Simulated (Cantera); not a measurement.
What does this Cantera script print?

```python
import numpy as np
import cantera as ct

gas = ct.Solution("gri30.yaml")
gas.TPX = 1825, 55000, {'NO': 1, 'N2': 1}
reactor = ct.IdealGasConstPressureReactor(gas, energy="off", clone=False)
net = ct.ReactorNet([reactor])
net.rtol, net.atol = 1e-08, 1e-18
show = ['NO', 'N2', 'O', 'O2', 'N2O']
times = np.geomspace(0.0005, 30, 14)

steps = ct.SolutionArray(gas, extra=["t"])
rows = []
print(f"{'t/s':>10s}{'T/K':>9s}{'P/Pa':>11s}" + "".join(f"{s:>11s}" for s in show))
for t in times:
    while net.time < t:
        t_next = net.step()
        steps.append(gas.state, t=t_next)
    rows.append([np.interp(t, steps.t, y) for y in (steps.T, steps.P, *steps(*show).X.T)])
    print(f"{t:10.3e}{rows[-1][0]:9.1f}{rows[-1][1]:11.4g}" + "".join(f"{x:11.3e}" for x in rows[-1][2:]))
rate = np.gradient(steps.T, steps.t)
print("integrator steps:", len(steps.t))
if steps.T.max() > steps.T[0] + 200:
    print(f"time of steepest temperature rise: {steps.t[rate.argmax()]:.4e} s")
gas.TPX = 1825, 55000, {'NO': 1, 'N2': 1}
gas.equilibrate("TP")
print(f"equilibrium (TP): T = {gas.T:.1f} K  " + "  ".join(f"{s} {gas[s].X[0]:.3e}" for s in show))
```

Output:

```
       t/s      T/K       P/Pa         NO         N2          O         O2        N2O
 5.000e-04   1825.0    5.5e+04  5.000e-01  5.000e-01  4.154e-06  4.298e-07  1.810e-05
 1.166e-03   1825.0    5.5e+04  4.999e-01  5.000e-01  7.250e-06  2.897e-06  3.748e-05
 2.717e-03   1825.0    5.5e+04  4.997e-01  5.001e-01  1.279e-05  2.336e-05  6.751e-05
 6.333e-03   1825.0    5.5e+04  4.994e-01  5.002e-01  1.716e-05  1.377e-04  9.518e-05
 1.476e-02   1825.0    5.5e+04  4.987e-01  5.006e-01  1.836e-05  4.829e-04  1.037e-04
 3.441e-02   1825.0    5.5e+04  4.970e-01  5.014e-01  1.935e-05  1.306e-03  1.033e-04
 8.022e-02   1825.0    5.5e+04  4.932e-01  5.033e-01  2.142e-05  3.214e-03  1.015e-04
 1.870e-01   1825.0    5.5e+04  4.843e-01  5.077e-01  2.553e-05  7.607e-03  9.741e-05
 4.359e-01   1825.0    5.5e+04  4.645e-01  5.177e-01  3.287e-05  1.749e-02  8.885e-05
 1.016e+00   1825.0    5.5e+04  4.223e-01  5.387e-01  4.452e-05  3.850e-02  7.252e-05
 2.368e+00   1825.0    5.5e+04  3.435e-01  5.781e-01  6.044e-05  7.786e-02  4.720e-05
 5.521e+00   1825.0    5.5e+04  2.277e-01  6.361e-01  7.806e-05  1.358e-01  2.042e-05
 1.287e+01   1825.0    5.5e+04  1.100e-01  6.950e-01  9.253e-05  1.948e-01  4.821e-06
 3.000e+01   1825.0    5.5e+04  3.658e-02  7.317e-01  1.005e-04  2.316e-01  6.915e-07
integrator steps: 1160
equilibrium (TP): T = 1825.0 K  NO 4.799e-03  N2 7.476e-01  O 1.037e-04  O2 2.475e-01  N2O 1.985e-07
```

Cantera simulation using GRI-Mech 3.0 (53 species, 325 reactions); the numbers are that mechanism's predictions, not measurements.
